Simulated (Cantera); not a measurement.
Charge: 1 mol Ti(OiPr)4, 0.37 mol H2O, equilibrated at 22.0 Pa.

These are equilibrium values from Cantera (NASA tables, ideal gas, pure condensed phases), not measurements of a reactor. Candidate condensed phases: C, C6H6, C7H8, C8H18, H2O, Ti, TiC, TiO, TiO2, Ti2O3, Ti3O5, Ti4O7; 113 gas species. The feed counts by its element totals alone. TiC: taken at fixed stoichiometry. The numbers say what is thermodynamically allowed, not how fast it happens.

x: gas mole fraction; n: condensed amount in mol.

```csv
T (K),x H2,x CO,x H,x CH4,n C(graphite),n Ti3O5(s),n TiC(s)
1025,0.842,0.158,2.69e-7,1.15e-5,9.30,0.333,0
1075,0.767,0.233,8.66e-7,5.83e-6,6.63,0,1.00
1125,0.767,0.233,2.62e-6,3.73e-6,6.63,0,1.00
1175,0.767,0.233,?,?,6.63,0,1.00
1225,0.767,0.233,1.84e-5,1.70e-6,6.63,0,1.00
1275,0.767,0.233,?,?,6.63,0,1.00
1325,0.767,0.233,9.65e-5,8.68e-7,6.63,0,1.00
1375,0.767,0.233,0.000202,6.44e-7,6.63,0,1.00
1425,0.766,0.233,0.000403,4.87e-7,6.63,0,1.00
1475,0.766,0.233,0.000765,3.75e-7,6.63,0,1.00
1525,0.766,0.233,0.00140,2.94e-7,6.63,0,1.00
```

**Question.** Fill in the missing entries.

**Answer.** 
- 1175, x H: 7.24e-6
- 1175, x CH4: 2.48e-6
- 1275, x H: 4.35e-5
- 1275, x CH4: 1.20e-6
